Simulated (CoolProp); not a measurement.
Ethylene along the isobar 2.1 MPa: Z from the reference equation and from simpler models built on Tc = 282.4 K, pc = 5.042 MPa, ω = 0.087; each cubic takes its own stable root.

The numbers come from the reference Helmholtz-energy equation of state, Smukala 2000 in CoolProp.

```
T (K)   phase  reference
-----  ------  ---------
125    liquid    0.09013
130.7  liquid    0.08721
136.4  liquid    0.08458
142.1  liquid    0.08218
147.8  liquid    0.08001
153.4  liquid    0.07807
159.1  liquid    0.07627
164.8  liquid    0.07463
170.5  liquid    0.07315
176.2  liquid    0.07181
181.9  liquid    0.07061
```

Problem. How far does each simpler model (van der Waals, Redlich-Kwong, Soave-Redlich-Kwong, Peng-Robinson) lie from the reference over these 11 states: mean and median of the absolute difference, and the worst?

Solution. 
- van der Waals: mean 52.7 %, median 52.6 %, worst +53.8 % at 125 K and 2.1 MPa
- Redlich-Kwong: mean 3.6 %, median 3.5 %, worst +4.1 % at 181.9 K and 2.1 MPa
- Soave-Redlich-Kwong: mean 3.7 %, median 3.7 %, worst +4.1 % at 125 K and 2.1 MPa
- Peng-Robinson: mean 8.0 %, median 8.1 %, worst -8.2 % at 170.5 K and 2.1 MPa
